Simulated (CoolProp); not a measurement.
The numbers come from the reference Helmholtz-energy equation of state, Zhou 2012 in CoolProp.

### Question
For m-xylene, give the phase and the Z, viscosity (µPa s) at 409.9 K and 336 kPa; 535.3 K and 185 kPa; 566.1 K and 2210 kPa.

### Answer
- 409.9 K and 336 kPa: liquid; Z 0.0138, viscosity 223
- 535.3 K and 185 kPa: gas; Z 0.969, viscosity 11.5
- 566.1 K and 2210 kPa: liquid; Z 0.0898, viscosity 76.5

Viscosity comes from a separate model (Cao 2016).
